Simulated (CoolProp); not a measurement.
A Linde-Hampson liquefier for nitrogen: isothermal reversible compression at 280 K from 1 atm to 40 MPa, throttling to 1 atm, return gas leaving the recuperator 2 K below the feed. Each further row changes one setting.

Model: reference Helmholtz-energy equation of state, Span 2000, in CoolProp.

```csv
case,liquid yield per pass,compression work (kJ/kg of gas)
as stated,0.109,503
high pressure 80 MPa,0.069,588
warm-end temperature 310 K,0.078,561
warm-end gap 7 K,0.098,503
```
